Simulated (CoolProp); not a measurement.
Octamethyltrisiloxane (MDM) along the isobar 6440 kPa: density (kg/m³) from the reference equation and from simpler models built on Tc = 292.2 °C, pc = 1438 kPa, ω = 0.528; each cubic takes its own stable root.

Computed with CoolProp (reference Helmholtz-energy equation of state, Thol 2017).

```csv
T (°C),phase,reference
6.45,liquid,841.5
31.05,liquid,818.3
55.75,liquid,794.9
80.35,liquid,771.2
104.95,liquid,747.2
129.55,liquid,722.7
154.15,liquid,697.7
178.75,liquid,671.9
203.35,liquid,645.3
228.05,liquid,617.5
252.65,liquid,588.6
277.25,liquid,558.2
301.85,supercritical,526.4
```

### Question
How far does each simpler model (van der Waals, Redlich-Kwong, Soave-Redlich-Kwong, Peng-Robinson) lie from the reference over these 13 states: mean and median of the absolute difference, and the worst?

### Answer
- van der Waals: mean 35.0 %, median 35.9 %, worst -40.8 % at 6.45 °C and 6440 kPa
- Redlich-Kwong: mean 10.8 %, median 11.1 %, worst -14.0 % at 6.45 °C and 6440 kPa
- Soave-Redlich-Kwong: mean 7.7 %, median 7.1 %, worst -10.9 % at 6.45 °C and 6440 kPa
- Peng-Robinson: mean 3.5 %, median 4.0 %, worst +5.3 % at 203.35 °C and 6440 kPa
